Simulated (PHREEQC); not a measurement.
A solution holds 0.016 mol HF, 0.014 mol NH4F and 0.0019 mol H4SiO4 per kg of water, at 25 °C. Closed to the air; pH follows from the charge balance.

Model: ion-association model, phreeqc.dat, run in PHREEQC.

Each row changes one thing in this solution. Precipitation was switched off in this run.

| case | pH | ionic strength (mol/kgw) | F- (mol/kgw) | HF (mol/kgw) | HF2- (mol/kgw) | H4SiO4 (mol/kgw) | SI of Quartz (SiO2) |
|---|---|---|---|---|---|---|---|
| as made | 3.26 | 0.0165 | 0.0105 | 0.00749 | 0.000302 | 1.41e-8 | -3.87 |
| NH4F left out | 2.38 | … | 0.000718 | … | 1.13e-5 | 3.68e-5 | -0.45 |
| 0.0008 mol/kgw Ca(OH)2 added | 3.41 | … | 0.0120 | 0.00608 | … | 2.47e-8 | -3.62 |
| diluted 2-fold with water | 3.32 | 0.00847 | 0.00555 | 0.00360 | 7.67e-5 | 5.05e-7 | -2.31 |
| NH4F from 0.014 to 0.0028 mol/kgw | … | 0.00740 | 0.00167 | 0.00567 | 3.63e-5 | 1.84e-6 | -1.75 |
| H4SiO4 from 0.0019 to 0.00095 mol/kgw | 3.17 | 0.0157 | 0.0123 | 0.0109 | 0.000517 | 1.14e-9 | -4.96 |
| HF left out | 6.22 | 0.0140 | 0.0140 | 1.10e-5 | 5.92e-7 | 0.00190 | +1.26 |

Problem. Fill in the missing entries.

Solution. 
- NH4F left out, ionic strength (mol/kgw): 0.00632
- NH4F left out, HF (mol/kgw): 0.00408
- 0.0008 mol/kgw Ca(OH)2 added, ionic strength (mol/kgw): 0.0187
- 0.0008 mol/kgw Ca(OH)2 added, HF2- (mol/kgw): 0.000279
- NH4F from 0.014 to 0.0028 mol/kgw, pH: 2.60

Some of these states are supersaturated (in Fluorite, Quartz (slow to form), Chalcedony (slow to form), for instance). SiF6-2 is the database's only silicon fluoride.
